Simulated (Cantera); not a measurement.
A Cantera script and what it prints.

```python
import numpy as np
import cantera as ct

gas_names = """
    CL CLO CL2 O O2 O3 Ti TiCL TiCL2 TiCL3 TiCL4 TiO TiOCL TiOCL2 TiO2
""".split()
cond_names = """
    Ti(a) Ti(b) Ti(L) TiCL2(s) TiCL3(s) TiCL4(L) TiO(a) TiO(b) TiO(L) TiO2(ru) TiO2(L) Ti2O3(a) Ti2O3(b)
    Ti2O3(L) Ti3O5(a) Ti3O5(b) Ti3O5(L) Ti4O7(s) Ti4O7(L)
""".split()


def load(file, names, dense=False):
    # The tables refer to 1 bar. Condensed volumes are neglected.
    table = {s.name: s for s in ct.Species.list_from_file(file)}
    out = []
    for n in names:
        d = dict(table[n].input_data)
        d["thermo"] = dict(d["thermo"], **{"reference-pressure": 1e5})
        if dense:
            d["equation-of-state"] = {"model": "constant-volume", "density": "1e6 g/cm^3"}
        out.append(ct.Species.from_dict(d))
    return out


gas = ct.Solution(thermo="ideal-gas", species=load("nasa_gas.yaml", gas_names))
cond = {s.name: ct.Solution(thermo="fixed-stoichiometry", species=[s], name=s.name)
        for s in load("nasa_condensed.yaml", cond_names, dense=True)}
atoms = {
    'TiCl4': {'Ti': 1, 'CL': 4},
    'O2': {'O': 2},
}
top_T = {'TiCL2(s)': 1300, 'TiCL3(s)': 1000}  # K; cautious upper limits of use, not melting points


def equilibrate(T, P, feed):
    n = {}
    for name, mol in feed.items():
        for a, k in atoms[name].items():
            n[a] = n.get(a, 0.0) + k * mol
    gas.TPX = T, P, n
    mass = sum(n.values()) * gas.mean_molecular_weight
    gas.equilibrate("TP")
    valid = [c for c in cond.values() if c.min_temp <= T <= top_T.get(c.name, c.max_temp)]
    mix = ct.Mixture([(gas, mass / gas.mean_molecular_weight)] + [(c, 0.0) for c in valid])
    mix.T, mix.P = T, P
    mix.equilibrate("TP", solver="vcs", rtol=1e-11, max_steps=5000)
    return mix


results = []
feed = {'TiCl4': 1, 'O2': 0.43}  # mol
for P in [10, 25, 63, 160, 400, 1000, 2500, 6300, 16000, 40000, 100000]:
    for T in [1023, 1123, 1223, 1323, 1423, 1523, 1623, 1723, 1823, 1923, 2023, 2123]:
        mix = equilibrate(T, P, feed)
        results.append((T, P, feed, dict(zip(mix.species_names, mix.species_moles))))

for T, P, feed, n in results:
    print(f"{T:7g} {P:10.4g}  " + (" + ".join(c for c in cond_names if n.get(c, 0) > 1e-12) or "gas only"))
```

Result:

```
   1023         10  TiO2(ru)
   1123         10  TiO2(ru)
   1223         10  TiO2(ru)
   1323         10  TiO2(ru)
   1423         10  TiO2(ru)
   1523         10  TiO2(ru)
   1623         10  TiO2(ru)
   1723         10  TiO2(ru)
   1823         10  Ti3O5(b) + Ti4O7(s)
   1923         10  Ti3O5(b)
   2023         10  Ti3O5(b)
   2123         10  Ti3O5(L)
   1023         25  TiO2(ru)
   1123         25  TiO2(ru)
   1223         25  TiO2(ru)
   1323         25  TiO2(ru)
   1423         25  TiO2(ru)
   1523         25  TiO2(ru)
   1623         25  TiO2(ru)
   1723         25  TiO2(ru)
   1823         25  TiO2(ru) + Ti4O7(s)
   1923         25  Ti3O5(b)
   2023         25  Ti3O5(b)
   2123         25  Ti3O5(L)
   1023         63  TiO2(ru)
   1123         63  TiO2(ru)
   1223         63  TiO2(ru)
   1323         63  TiO2(ru)
   1423         63  TiO2(ru)
   1523         63  TiO2(ru)
   1623         63  TiO2(ru)
   1723         63  TiO2(ru)
   1823         63  TiO2(ru)
   1923         63  Ti4O7(s)
   2023         63  Ti4O7(L)
   2123         63  Ti3O5(L)
   1023        160  TiO2(ru)
   1123        160  TiO2(ru)
   1223        160  TiO2(ru)
   1323        160  TiO2(ru)
   1423        160  TiO2(ru)
   1523        160  TiO2(ru)
   1623        160  TiO2(ru)
   1723        160  TiO2(ru)
   1823        160  TiO2(ru)
   1923        160  TiO2(ru)
   2023        160  Ti4O7(L)
   2123        160  Ti4O7(L)
   1023        400  TiO2(ru)
   1123        400  TiO2(ru)
   1223        400  TiO2(ru)
   1323        400  TiO2(ru)
   1423        400  TiO2(ru)
   1523        400  TiO2(ru)
   1623        400  TiO2(ru)
   1723        400  TiO2(ru)
   1823        400  TiO2(ru)
   1923        400  TiO2(ru)
   2023        400  Ti4O7(L)
   2123        400  Ti4O7(L)
   1023       1000  TiO2(ru)
   1123       1000  TiO2(ru)
   1223       1000  TiO2(ru)
   1323       1000  TiO2(ru)
   1423       1000  TiO2(ru)
   1523       1000  TiO2(ru)
   1623       1000  TiO2(ru)
   1723       1000  TiO2(ru)
   1823       1000  TiO2(ru)
   1923       1000  TiO2(ru)
   2023       1000  TiO2(ru)
   2123       1000  Ti4O7(L)
   1023       2500  TiO2(ru)
   1123       2500  TiO2(ru)
   1223       2500  TiO2(ru)
   1323       2500  TiO2(ru)
   1423       2500  TiO2(ru)
   1523       2500  TiO2(ru)
   1623       2500  TiO2(ru)
   1723       2500  TiO2(ru)
   1823       2500  TiO2(ru)
   1923       2500  TiO2(ru)
   2023       2500  TiO2(ru)
   2123       2500  TiO2(ru) + Ti4O7(L)
   1023       6300  TiO2(ru)
   1123       6300  TiO2(ru)
   1223       6300  TiO2(ru)
   1323       6300  TiO2(ru)
   1423       6300  TiO2(ru)
   1523       6300  TiO2(ru)
   1623       6300  TiO2(ru)
   1723       6300  TiO2(ru)
   1823       6300  TiO2(ru)
   1923       6300  TiO2(ru)
   2023       6300  TiO2(ru)
   2123       6300  TiO2(ru)
   1023    1.6e+04  TiO2(ru)
   1123    1.6e+04  TiO2(ru)
   1223    1.6e+04  TiO2(ru)
   1323    1.6e+04  TiO2(ru)
   1423    1.6e+04  TiO2(ru)
   1523    1.6e+04  TiO2(ru)
   1623    1.6e+04  TiO2(ru)
   1723    1.6e+04  TiO2(ru)
   1823    1.6e+04  TiO2(ru)
   1923    1.6e+04  TiO2(ru)
   2023    1.6e+04  TiO2(ru)
   2123    1.6e+04  TiO2(ru)
   1023      4e+04  TiO2(ru)
   1123      4e+04  TiO2(ru)
   1223      4e+04  TiO2(ru)
   1323      4e+04  TiO2(ru)
   1423      4e+04  TiO2(ru)
   1523      4e+04  TiO2(ru)
   1623      4e+04  TiO2(ru)
   1723      4e+04  TiO2(ru)
   1823      4e+04  TiO2(ru)
   1923      4e+04  TiO2(ru)
   2023      4e+04  TiO2(ru)
   2123      4e+04  TiO2(ru)
   1023      1e+05  TiO2(ru)
   1123      1e+05  TiO2(ru)
   1223      1e+05  TiO2(ru)
   1323      1e+05  TiO2(ru)
   1423      1e+05  TiO2(ru)
   1523      1e+05  TiO2(ru)
   1623      1e+05  TiO2(ru)
   1723      1e+05  TiO2(ru)
   1823      1e+05  TiO2(ru)
   1923      1e+05  TiO2(ru)
   2023      1e+05  TiO2(ru)
   2123      1e+05  TiO2(ru)
```

These are equilibrium values from Cantera (NASA tables, ideal gas, pure condensed phases), not measurements of a reactor. Mutual solubility and eutectic melting of coexisting phases are not modelled. The tables' values for TiCl2 are old estimates. Condensed phases not in the tables: Magnéli phases beyond Ti4O7, TiOCl.
